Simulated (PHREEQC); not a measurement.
A solution holds 0.025 mol BaCl2 and 0.00047 mol CO2 per kg of water, at 25 °C. Closed to the air; pH follows from the charge balance.

Equilibrium calculation in PHREEQC: ion-association model, phreeqc.dat.

Q: The ionic strength comes out as 0.0750 mol/kgw. What activity coefficients do H+, Cl-, Ba+2, BaHCO3+, HCO3- get?

A: H+ 0.84, Cl- 0.79, Ba+2 0.40, BaHCO3+ 0.80, HCO3- 0.81.

This is a speciation only: nothing precipitates in the calculation.
